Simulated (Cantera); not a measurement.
Charge: 1 mol Si₂H₆, 0.064 mol O₂, 17 mol H₂, at 1148 K and 0.000650 bar.

Method: chemical equilibrium by Gibbs-energy minimisation in Cantera with the NASA 1993 tables (ideal gas, pure condensed phases). Candidate condensed phases: H₂O, Si, SiO₂; 18 gas species. The feed counts by its element totals alone. Mutual solubility and eutectic melting of coexisting phases are not modelled. The tables hold silica as quartz up to 1696 K and as liquid above; real silica turns to tridymite and cristobalite and melts near 1996 K. Rates play no part.

**Question.** What is the equilibrium state?

**Answer.** 
| Quantity | Value |
|---|---|
| x(H₂) | 1.000 |
| x(SiO) | 0.000172 |
| x(H) | 2.81e-6 |
| n(Si(s)) | 1.93 mol |
| n(SiO₂(β-quartz)) | 0.0623 mol |
| gas amount | 20.00 mol |
